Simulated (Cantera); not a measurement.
A closed system holds: 1 mol SO₂, 0.5 mol H₂, 5.4 mol N₂, at 1548 K and 0.0750 Torr.

Cantera equilibrium calculation (NASA polynomials, part measured and part estimated; ideal gas, pure solids and liquids). Candidate condensed phases: H₂O, H₂SO₄, S; 35 gas species. Rates play no part.

Base state: N₂ 0.789, SO₂ 0.116, H₂O 0.0486, H₂ 0.0240, SO 0.0120, S₂ 0.00863, S 0.000649, H 0.000477 (mole fractions); condensed: gas only.

### Question
What changes in the equilibrium state with this change: pressure from 0.0750 Torr to 10.0 Torr?

### Answer
```tsv
species	before	after
N₂	0.789	0.794
SO₂	0.116	0.114
H₂O	0.0486	0.0626
H₂	0.0240	0.0104
SO	0.0120	0.00397
S₂	0.00863	0.0141
H	0.000477	2.72e-5
S	0.000649	7.19e-5
```

### Question
What changes in the equilibrium state with this change: 0.78 mol H₂O added?

### Answer
| species | before | after |
|---|---|---|
| N₂ | 0.789 | 0.705 |
| H₂O | 0.0486 | 0.122 |
| SO₂ | 0.116 | 0.116 |
| H₂ | 0.0240 | 0.0444 |
| SO | 0.0120 | 0.00889 |
| S₂ | 0.00863 | 0.00255 |
| S₂O | 4.77e-5 | 1.91e-5 |
